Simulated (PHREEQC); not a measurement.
Synthetic water in mg/L, 75 °C, pH 6.78, pe 10.5: Na 0.644; K 0.157; Ca 1.77; Mg 0.0762; Cl 2.15; S(6) as SO4 0.72; Alkalinity as HCO3 3.32; O(0) (dissolved oxygen) 0.000642; Cu(2) 0.132; Li 9.79e-05.

Valence states are taken as typed.

Model: ion-association model, wateq4f.dat, run in PHREEQC.

The ionic strength comes out as 0.000184 mol/kgw and the charge-balance error is 0.3 %.

| species | molality | activity | log γ |
|---|---|---|---|
| Cl- | 6.06e-5 | 5.96e-5 | -0.008 |
| HCO3- | 5.14e-5 | 5.05e-5 | -0.007 |
| Ca+2 | 4.40e-5 | 4.11e-5 | -0.030 |
| Na+ | 2.80e-5 | 2.75e-5 | -0.008 |
| CO2 | 1.76e-5 | 1.76e-5 | 0.000 |
| SO4-2 | 7.39e-6 | 6.90e-6 | -0.030 |
| K+ | 4.01e-6 | 3.95e-6 | -0.008 |
| Mg+2 | 3.11e-6 | 2.91e-6 | -0.030 |
| OH- | 1.20e-6 | 1.18e-6 | -0.008 |
| Cu+2 | 9.84e-7 | 9.18e-7 | -0.030 |
| Cu(OH)2 | 6.97e-7 | 6.97e-7 | 0.000 |
| H+ | 1.69e-7 | 1.66e-7 | -0.007 |

Precipitation was switched off in this run. Examples of supersaturated solids here: Cu(OH)2, Malachite. Others may be too. Species that the database lacks are ignored. Constants without temperature data keep their 25 °C values here. The database's constant for dissolved Cu(OH)2 is higher than later reviews accept.
